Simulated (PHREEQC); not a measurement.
Solution (20 °C): 0.2 mol HNO3 and 0.0017 mol K2SO4 per kg of water. Closed to the air; pH follows from the charge balance.

All values are PHREEQC results (ion-association model, phreeqc.dat), not measurements.

This is a speciation only: nothing precipitates in the calculation.

Problem. Predict the pH.

Solution. pH 0.80.

Problem. In which forms is S present?

Solution. HSO4- 84 %, SO4-2 16 % of the S.

Species that the database lacks are ignored.
